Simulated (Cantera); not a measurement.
An adiabatic, constant-pressure homogeneous reactor starts with CO : H2 : CH4 : O2 : N2 : CO2 = 1 : 1.5 : 0.035 : 1.81 : 6.8 : 1.8 (molar parts), equivalence ratio 0.73, at 1550 K and 9.87 atm. Integrator tolerance rtol = 1e-08.

Detailed kinetics in Cantera: GRI-Mech 3.0 (53 species, 325 reactions).

```tsv
quantity	before	after
time of steepest temperature rise	1.89 µs	2.49 µs
temperature at 0.300 s	2637 K	2453 K
equilibrium temperature	2637 K	2453 K
x(CO) at 0.300 s	0.0235 (gas-phase equilibrium 0.0235)	0.00805 (gas-phase equilibrium 0.00805)
x(H2) at 0.300 s	0.00209 (gas-phase equilibrium 0.00209)	0.000373 (gas-phase equilibrium 0.000373)
x(CH4) at 0.300 s	<1e-12 (gas-phase equilibrium <1e-12)	<1e-12 (gas-phase equilibrium <1e-12)
x(C2H6) at 0.300 s	<1e-12 (gas-phase equilibrium <1e-12)	<1e-12 (gas-phase equilibrium <1e-12)
x(C2H2) at 0.300 s	<1e-12 (gas-phase equilibrium <1e-12)	<1e-12 (gas-phase equilibrium <1e-12)
x(OH) at 0.300 s	0.00931 (gas-phase equilibrium 0.00931)	0.00445 (gas-phase equilibrium 0.00445)
x(CH2CO) at 0.300 s	<1e-12 (gas-phase equilibrium <1e-12)	<1e-12 (gas-phase equilibrium <1e-12)
```

Question: What was changed between the two runs?
A) initial temperature 1550 to 1050 K
B) H2 1.5 to 0.73 parts
C) initial temperature 1550 to 1823 K
D) initial temperature 1550 to 1500 K

Answer: B, H2 1.5 to 0.73 parts
